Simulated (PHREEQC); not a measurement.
0.023 g of hydrous ferric oxide (600 m²/g; 0.2 weak and 0.005 strong sites per Fe, Dzombak-Morel constants, diffuse double layer) in 1 kg of water with 0.001 mol/kgw of an inert sodium salt and 9.7e-08 mol/kgw ZnSO4, at 25 °C; the pH is set by adding NaOH or the inert anion's acid. O2 is buffered at 0.21 atm. No CO2 enters from the air. No solid was allowed to form.

The series has 13 steps of pH, from 3 to 9.

Computed with PHREEQC (ion-association model, wateq4f.dat).

Q: Near which pH is half of the S sorbed, and on which side is more sorbed?

A: Near pH 6.2, with more sorbed at lower pH.

Q: Near which pH is half of the Zn sorbed, and on which side is more sorbed?

A: Near pH 6.6, with more sorbed at higher pH.

The oxide is taken as insoluble; below pH 4 it would dissolve.
